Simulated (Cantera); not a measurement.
Feed: 1 mol CaO, 0.38 mol O2, 8.1 mol N2, equilibrated at 1600 K and 40.0 mbar.

These are equilibrium values from Cantera (NASA tables, ideal gas, pure condensed phases), not measurements of a reactor. Candidate condensed phases: Ca, CaO; 12 gas species. Equilibrium is a limit: real reactors are often held back by kinetics, nucleation or transport.

Base state: N2 0.955, O2 0.0443, NO 0.000979, O 1.53e-5 (mole fractions); condensed: CaO(s).

### Question
What changes in the equilibrium state with this change: CaO replaced by Fe2O3?

### Answer
```
species          before    after
-------------  --------  -------
N2                0.955    0.936
O2               0.0443   0.0626
NO             0.000979  0.00115
O               1.53e-5  1.81e-5
CaO(s), mol        1.00        0
Fe3O4(s), mol         0    0.667
```
Further candidate phases: Fe, FeO, Fe2O3, Fe3O4.
